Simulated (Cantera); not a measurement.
Input: 1 mol SiHCl₃, 2.9 mol NH₃, 0.61 mol H₂, equilibrated at 1.50 Torr.

Equilibrium computed with Cantera from the NASA thermochemical tables; the gas is ideal and each condensed phase is pure. Candidate condensed phases: NH₄Cl, Si, Si₃N₄; 28 gas species. Gases not in the tables: Si₂H₆ and higher silanes. Kinetics and transport are ignored.

Question: Which condensed phases are stable at each of these points (T (K)): 900, 1100, 1300, 1500, 1700, 1900, 2100?

Answer: 
```csv
T (K),condensed phases,Si condensed (%)
900,Si₃N₄(s),90.6
1100,Si₃N₄(s),94.2
1300,Si₃N₄(s),87.4
1500,Si₃N₄(s),37.0
1700,Si(l),6.2
1900,Si(l),5.9
2100,gas only,0.0
```

From 900 K to 1500 K the condensed part is Si₃N₄(s). From 1700 K to 1900 K the condensed part is Si(l). At 2100 K nothing is condensed.
